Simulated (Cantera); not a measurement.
Input: 1 mol Ti, 0.15 mol C₃H₈, equilibrated at 1.00 bar.

Cantera equilibrium calculation (NASA polynomials, part measured and part estimated; ideal gas, pure solids and liquids). Candidate condensed phases: C, C₆H₆, C₇H₈, C₈H₁₈, Ti, TiC; 77 gas species. Mutual solubility and eutectic melting of coexisting phases are not modelled. TiC: taken at fixed stoichiometry. Condensed phases not in the tables: N, O or C dissolved in the metal. Kinetics and transport are ignored.

x: gas mole fraction; n: condensed amount in mol.

```json
[
 {"T (K)": "1798", "x H₂": "1.000", "x H": "0.000352", "x Ti": "4.73e-7", "x CH₄": "1.60e-8", "x CH₃": "1.14e-10", "n Ti(β)": "0.550", "n TiC(s)": "0.450", "n Ti(l)": "0"},
 {"T (K)": "1848", "x H₂": "0.999", "x H": "0.000530", "x Ti": "1.08e-6", "x CH₄": "1.92e-8", "x CH₃": "2.05e-10", "n Ti(β)": "0.550", "n TiC(s)": "0.450", "n Ti(l)": "0"},
 {"T (K)": "1898", "x H₂": "0.999", "x H": "(withheld)", "x Ti": "(withheld)", "x CH₄": "(withheld)", "x CH₃": "(withheld)", "n Ti(β)": "0.550", "n TiC(s)": "0.450", "n Ti(l)": "0"},
 {"T (K)": "1948", "x H₂": "0.999", "x H": "0.00113", "x Ti": "4.92e-6", "x CH₄": "2.69e-8", "x CH₃": "6.07e-10", "n Ti(β)": "0", "n TiC(s)": "0.450", "n Ti(l)": "0.550"},
 {"T (K)": "1998", "x H₂": "0.998", "x H": "0.00160", "x Ti": "9.68e-6", "x CH₄": "3.22e-8", "x CH₃": "1.03e-9", "n Ti(β)": "0", "n TiC(s)": "0.450", "n Ti(l)": "0.550"},
 {"T (K)": "2048", "x H₂": "0.998", "x H": "(withheld)", "x Ti": "(withheld)", "x CH₄": "(withheld)", "x CH₃": "(withheld)", "n Ti(β)": "0", "n TiC(s)": "0.450", "n Ti(l)": "0.550"},
 {"T (K)": "2098", "x H₂": "0.997", "x H": "0.00307", "x Ti": "3.39e-5", "x CH₄": "4.52e-8", "x CH₃": "2.71e-9", "n Ti(β)": "0", "n TiC(s)": "0.450", "n Ti(l)": "0.550"},
 {"T (K)": "2148", "x H₂": "0.996", "x H": "0.00416", "x Ti": "6.05e-5", "x CH₄": "5.29e-8", "x CH₃": "4.27e-9", "n Ti(β)": "0", "n TiC(s)": "0.450", "n Ti(l)": "0.550"}
]
```

Question: What belongs in the gaps?

Answer: 
- 1898, x H: 0.000781
- 1898, x Ti: 2.35e-6
- 1898, x CH₄: 2.28e-8
- 1898, x CH₃: 3.58e-10
- 2048, x H: 0.00224
- 2048, x Ti: 1.84e-5
- 2048, x CH₄: 3.83e-8
- 2048, x CH₃: 1.69e-9
